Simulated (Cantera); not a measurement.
Feed: 1 mol Si, 1.9 mol HBr, 28 mol N₂, held at 427 °C and 0.610 bar.

These are equilibrium values from Cantera (NASA tables, ideal gas, pure condensed phases), not measurements of a reactor. Candidate condensed phases: Br₂, Si, Si₃N₄; 28 gas species. N₂ is the only nitrogen source here; it is nearly inert below about 1500 K, so the nitride shown seldom forms there in practice. Rates play no part.

Base state: N₂ 0.939, HBr 0.0498, H₂ 0.00765, SiBr₄ 0.00383 (mole fractions); condensed: Si₃N₄(s).

Problem. What changes in the equilibrium state with this change: HBr from 1.9 to 1.1 mol?

Solution. 
```json
[
 {"species": "N₂", "before": "0.939", "after": "0.963"},
 {"species": "HBr", "before": "0.0498", "after": "0.0307"},
 {"species": "H₂", "before": "0.00765", "after": "0.00400"},
 {"species": "SiBr₄", "before": "0.00383", "after": "0.00200"},
 {"species": "Si₃N₄(s), mol", "before": "0.296", "after": "0.314"}
]
```
